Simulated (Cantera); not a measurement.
Charge: 1 mol SiCl4, 0.58 mol Cl2, 0.5 mol H2, equilibrated at 1448 K and 1.00 bar.

Method: chemical equilibrium by Gibbs-energy minimisation in Cantera with the NASA 1993 tables (ideal gas, pure condensed phases). Candidate condensed phases: Si; 19 gas species. The tables' values for SiCl3 are old estimates; treat these amounts as uncertain. Equilibrium is a limit: real reactors are often held back by kinetics, nucleation or transport.

Base state: HCl 0.479, SiCl4 0.479, Cl2 0.0346, Cl 0.00756, SiCl3 3.67e-5 (mole fractions); condensed: gas only.

What changes in the equilibrium state with this change: pressure from 1.00 bar to 0.200 bar?


| species | before | after |
|---|---|---|
| HCl | 0.479 | 0.477 |
| SiCl4 | 0.479 | 0.477 |
| Cl2 | 0.0346 | 0.0303 |
| Cl | 0.00756 | 0.0158 |
| SiCl3 | 3.67e-5 | 8.74e-5 |

What changes in the equilibrium state with this change: Cl2 from 0.58 to 2.6 mol?


```csv
species,before,after
Cl2,0.0346,0.491
HCl,0.479,0.240
SiCl4,0.479,0.240
Cl,0.00756,0.0285
SiCl3,3.67e-5,4.89e-6
```
